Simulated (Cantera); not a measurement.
Input (Python, Cantera):

```python
import numpy as np
import cantera as ct

gas = ct.Solution("gri30.yaml")
gas.TPX = 1600, 26000, {'CH3OH': 1, 'O2': 1, 'N2': 3.76, 'CO2': 0.9}
reactor = ct.IdealGasConstPressureReactor(gas, energy="on", clone=False)
net = ct.ReactorNet([reactor])
net.rtol, net.atol = 1e-08, 1e-16
show = ['CH3OH', 'O2', 'CO2', 'O', 'CH2', 'C2H4', 'CH4']
times = np.geomspace(3e-06, 2, 12)

steps = ct.SolutionArray(gas, extra=["t"])
rows = []
print(f"{'t/s':>10s}{'T/K':>9s}{'P/Pa':>11s}" + "".join(f"{s:>11s}" for s in show))
for t in times:
    while net.time < t:
        t_next = net.step()
        steps.append(gas.state, t=t_next)
    rows.append([np.interp(t, steps.t, y) for y in (steps.T, steps.P, *steps(*show).X.T)])
    print(f"{t:10.3e}{rows[-1][0]:9.1f}{rows[-1][1]:11.4g}" + "".join(f"{x:11.3e}" for x in rows[-1][2:]))
rate = np.gradient(steps.T, steps.t)
print("integrator steps:", len(steps.t))
if steps.T.max() > steps.T[0] + 200:
    print(f"time of steepest temperature rise: {steps.t[rate.argmax()]:.4e} s")
gas.TPX = 1600, 26000, {'CH3OH': 1, 'O2': 1, 'N2': 3.76, 'CO2': 0.9}
gas.equilibrate("HP")
print(f"equilibrium (HP): T = {gas.T:.1f} K  " + "  ".join(f"{s} {gas[s].X[0]:.3e}" for s in show))
```

Result:

```
       t/s      T/K       P/Pa      CH3OH         O2        CO2          O        CH2       C2H4        CH4
 3.000e-06   1599.9    2.6e+04  1.501e-01  1.501e-01  1.351e-01  9.066e-08  5.158e-07  6.705e-10  5.137e-07
 1.015e-05   1599.9    2.6e+04  1.499e-01  1.500e-01  1.351e-01  9.866e-08  5.147e-07  8.756e-09  5.401e-06
 3.436e-05   1599.8    2.6e+04  1.493e-01  1.496e-01  1.351e-01  1.322e-07  5.121e-07  1.079e-07  4.443e-05
 1.163e-04   1603.6    2.6e+04  1.436e-01  1.468e-01  1.346e-01  3.696e-07  5.314e-07  4.370e-07  1.747e-04
 3.935e-04   2118.6    2.6e+04  1.312e-16  1.975e-02  1.096e-01  1.055e-02  1.529e-15  3.626e-24  9.008e-16
 1.332e-03   2324.1    2.6e+04  1.128e-16  1.439e-02  1.153e-01  6.452e-03  3.036e-15  4.170e-24  7.814e-16
 4.506e-03   2499.9    2.6e+04  1.136e-16  8.802e-03  1.236e-01  3.303e-03  8.430e-15  1.484e-23  2.272e-15
 1.525e-02   2523.5    2.6e+04  1.219e-16  7.642e-03  1.249e-01  2.802e-03  1.024e-14  2.086e-23  3.122e-15
 5.160e-02   2519.5    2.6e+04  1.250e-16  7.249e-03  1.245e-01  2.677e-03  1.021e-14  2.194e-23  3.256e-15
 1.746e-01   2518.9    2.6e+04  1.256e-16  7.186e-03  1.245e-01  2.658e-03  1.020e-14  2.211e-23  3.278e-15
 5.910e-01   2518.9    2.6e+04  1.256e-16  7.186e-03  1.245e-01  2.657e-03  1.020e-14  2.212e-23  3.278e-15
 2.000e+00   2518.9    2.6e+04  1.256e-16  7.186e-03  1.245e-01  2.657e-03  1.020e-14  2.212e-23  3.278e-15
integrator steps: 1629
time of steepest temperature rise: 3.1648e-04 s
equilibrium (HP): T = 2518.9 K  CH3OH 1.297e-16  O2 7.186e-03  CO2 1.245e-01  O 2.657e-03  CH2 1.087e-14  C2H4 2.406e-23  CH4 4.131e-15
```

Model: GRI-Mech 3.0 (53 species, 325 reactions), integrated in Cantera. GRI-Mech 3.0 was tuned for natural gas; its chemistry of methanol as a main component is partial and can be far from experiment.
